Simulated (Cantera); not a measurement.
## Stirred combustor or abatement burner

A perfectly stirred reactor is fed with CH₄ : O₂ : N₂ = 1 : 2.02 : 7.6 (molar parts), at 14300 Torr; it is adiabatic with a 450 K inlet, and is followed from long to short residence time, starting on the burning branch (τ in s: 0.36, 0.14, 0.058, 0.023, 0.0094, 0.0038, 0.0015, 0.00061, 0.00025, 9.9e-05, 4e-05).

Detailed kinetics in Cantera: GRI-Mech 3.0 (53 species, 325 reactions). The pressure lies above the range GRI-Mech 3.0 was tuned for (to about 10 atm).

```
τ (s)    T (K)     x CH₄     x O₂     x OH       x H      x NO    x N₂O   x CH₂CO
-------  -----  --------  -------  -------  --------  --------  -------  --------
0.36      2357   1.34e-7  0.00390  0.00217  0.000133   0.00220  5.27e-7  1.02e-10
0.14      2357   3.42e-7  0.00396  0.00218  0.000134   0.00210  5.31e-7  2.62e-10
0.058     2357   8.12e-7  0.00407  0.00221  0.000136   0.00190  5.40e-7  6.34e-10
0.023     2357   1.98e-6  0.00429  0.00226  0.000141   0.00155  5.56e-7   1.62e-9
0.0094    2355   4.60e-6  0.00464  0.00234  0.000152   0.00114  5.80e-7   4.13e-9
0.0038    2350   1.04e-5  0.00518  0.00246  0.000176  0.000781  6.14e-7   1.12e-8
0.0015    2339   2.32e-5  0.00605  0.00267  0.000227  0.000535  6.66e-7   3.34e-8
0.00061   2321   4.81e-5  0.00733  0.00296  0.000320  0.000395  7.31e-7   9.88e-8
0.00025   2293   9.72e-5  0.00921  0.00333  0.000475  0.000307  7.90e-7   2.90e-7
9.9e-5    2251  0.000206   0.0121  0.00368  0.000724  0.000235  8.17e-7   8.92e-7
4.0e-5    2190  0.000479   0.0166  0.00372   0.00103  0.000160  7.82e-7   3.03e-6
```
x: mole fraction; the columns are a selection and need not sum to one.
